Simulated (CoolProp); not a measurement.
c-C4F8 (RC318) along the isotherm 351.8 K: density (kg/m³) from the reference equation and from simpler models built on Tc = 388.4 K, pc = 27.78 bar, ω = 0.355; each cubic takes its own stable root.

The numbers come from the reference Helmholtz-energy equation of state, Platzer 1990 in CoolProp. This equation is an older, rougher fit; its heat capacities, sound speeds and derivatives of the liquid may be far off and weren't checked against measurements.

| p (bar) | phase | reference | Redlich-Kwong | Soave-Redlich-Kwong |
|---|---|---|---|---|
| 3.47 | gas | 25.27 | 25.21 | 25.31 |
| 6.94 | gas | 54.57 | 54.17 | 54.70 |
| 10.4 | gas | 90.40 | 88.66 | 90.41 |
| 13.9 | liquid | 1236 | 133.6 | 1086 |
| 17.4 | liquid | 1245 | 1023 | 1102 |
| 20.8 | liquid | 1253 | 1044 | 1117 |
| 24.3 | liquid | 1261 | 1063 | 1130 |
| 27.8 | liquid | 1268 | 1080 | 1143 |
| 31.2 | liquid | 1275 | 1095 | 1154 |
| 34.7 | liquid | 1281 | 1109 | 1165 |
| 38.2 | liquid | 1287 | 1122 | 1176 |
| 41.7 | liquid | 1293 | 1134 | 1186 |

At some of these states Redlich-Kwong gives the other phase, because its saturation line lies elsewhere.
